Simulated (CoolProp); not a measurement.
A single-stage vapour-compression cycle with propyne: evaporating at 304.15 K (dew point), condensing at 339.15 K (bubble point), superheat 10 K, subcooling 5 K, compressor efficiency 0.7, no pressure losses. Each further row changes one setting.

Values from CoolProp's reference Helmholtz-energy equation of state, Polt 1992. This equation is an older, rougher fit; its heat capacities, sound speeds and derivatives of the liquid may be far off and weren't checked against measurements.

```csv
case,cooling COP,pressure ratio,discharge temperature (K),refrigerating effect (kJ/kg),volumetric capacity (kJ/m³)
as stated,5.32,2.40,369.0,399,4730
evaporating temperature 309.15 K,?,2.09,365.8,?,5470
condensing temperature 334.15 K,6.35,?,?,413,4900
subcooling 10 K,5.50,2.40,369.0,413,4900
superheat 20 K,?,2.40,?,417,4730
compressor efficiency 0.6,?,2.40,?,399,4730
```

Task: Some entries are withheld; supply them.

Result: 
- evaporating temperature 309.15 K, cooling COP: 6.40
- evaporating temperature 309.15 K, refrigerating effect (kJ/kg): 404
- condensing temperature 334.15 K, pressure ratio: 2.14
- condensing temperature 334.15 K, discharge temperature (K): 361.6
- superheat 20 K, cooling COP: 5.30
- superheat 20 K, discharge temperature (K): 379.6
- compressor efficiency 0.6, cooling COP: 4.56
- compressor efficiency 0.6, discharge temperature (K): 375.0
